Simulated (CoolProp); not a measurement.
Vapour-liquid equilibrium of propylene (1) + R142b (2) at 0.0324 bar; x and y are mole fractions of (1).

Values from CoolProp's multi-fluid Helmholtz-energy mixture model, Lemmon 2013 and Lemmon 2006; pair parameters Bell 2016.

```
x     bubble temperature (K)  y at the bubble point  dew temperature at overall composition x (K)  liquid density (mol/L)
----  ----------------------  ---------------------  --------------------------------------------  ----------------------
0.05                   195.7                    ___                                         201.5                   13.41
0.2                    184.6                  0.815                                         199.4                   13.92
0.35                   179.2                  0.909                                         197.1                   14.33
0.5                    176.2                  0.945                                         194.2                   14.71
0.65                     ___                    ___                                         190.5                   15.08
0.8                    172.6                  0.980                                           ___                     ___
0.95                   171.1                  0.995                                           ___                   15.88
```

**Question.** Complete the blanks.

**Answer.** 
- 0.05, y at the bubble point: 0.427
- 0.65, bubble temperature (K): 174.2
- 0.65, y at the bubble point: 0.965
- 0.8, dew temperature at overall composition x (K): 185.3
- 0.8, liquid density (mol/L): 15.47
- 0.95, dew temperature at overall composition x (K): 175.7

No azeotrope shows between x = 0.05 and 0.95.

The pair parameters rest on a limited set of measurements; away from them the model extrapolates.
